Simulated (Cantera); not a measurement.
Mixture: CH4 : H2 : O2 : N2 = 1 : 0.59 : 4.99 : 31.4 (molar parts), equivalence ratio 0.46, at 760 Torr, adiabatic and at constant volume. Ignition delay is the time to a rise of 400 K.

Cantera simulation using GRI-Mech 3.0 (53 species, 325 reactions); the numbers are that mechanism's predictions, not measurements.

What does this change do: 0.045 parts C2H6 added?


```
quantity                                                before       after
--------------------------------------------------  ----------  ----------
delay at 1248 K                                        1.25 ms    0.975 ms
delay at 1298 K                                       0.845 ms    0.639 ms
delay at 1348 K                                       0.591 ms    0.431 ms
delay at 1398 K                                       0.426 ms    0.299 ms
delay at 1448 K                                       0.316 ms    0.213 ms
delay at 1498 K                                       0.239 ms    0.155 ms
apparent activation energy between 1398 and 1498 K  100 kJ/mol  110 kJ/mol
```

What does this change do: pressure from 760 Torr to 1650 Torr?


```json
[
 {"quantity": "delay at 1248 K", "before": "1.25 ms", "after": "0.715 ms"},
 {"quantity": "delay at 1298 K", "before": "0.845 ms", "after": "0.479 ms"},
 {"quantity": "delay at 1348 K", "before": "0.591 ms", "after": "0.330 ms"},
 {"quantity": "delay at 1398 K", "before": "0.426 ms", "after": "0.233 ms"},
 {"quantity": "delay at 1448 K", "before": "0.316 ms", "after": "0.169 ms"},
 {"quantity": "delay at 1498 K", "before": "0.239 ms", "after": "0.125 ms"},
 {"quantity": "apparent activation energy between 1398 and 1498 K", "before": "100 kJ/mol", "after": "110 kJ/mol"}
]
```
